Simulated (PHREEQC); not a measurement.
## Reverse-osmosis permeate

Synthetic water in mg/L, 25 °C, pH 7.27, pe 8.3:

```
constituent           mg/L
------------------  ------
Na                   0.384
K                    0.386
Ca                    2.69
Mg                   0.446
Cl                    4.05
S(6) as SO4           2.06
Alkalinity as HCO3    2.06
Cu(2)               0.0534
```

Na is adjusted to close the charge balance.
Valence states are taken as typed.

All values are PHREEQC results (ion-association model, phreeqc.dat), not measurements.

- ionic strength: 0.000295 mol/kgw

| species | molality | activity | log γ |
|---|---|---|---|
| Cl- | 0.000114 | 0.000112 | -0.009 |
| Ca+2 | 6.69e-5 | 6.18e-5 | -0.034 |
| HCO3- | 3.21e-5 | 3.14e-5 | -0.009 |
| SO4-2 | 2.11e-5 | 1.96e-5 | -0.034 |
| Mg+2 | 1.83e-5 | 1.69e-5 | -0.034 |
| K+ | 9.87e-6 | 9.68e-6 | -0.009 |
| Na+ | 8.41e-6 | 8.25e-6 | -0.009 |
| CO2 | 3.80e-6 | 3.80e-6 | 0.000 |
| Cu(OH)2 | 7.01e-7 | 7.01e-7 | 0.000 |
| CaSO4 | 2.15e-7 | 2.15e-7 | 0.000 |
| OH- | 1.92e-7 | 1.89e-7 | -0.009 |

Precipitation was switched off in this run. Complexes and solids missing from the database can't appear. The database's constant for dissolved Cu(OH)2 is higher than later reviews accept.
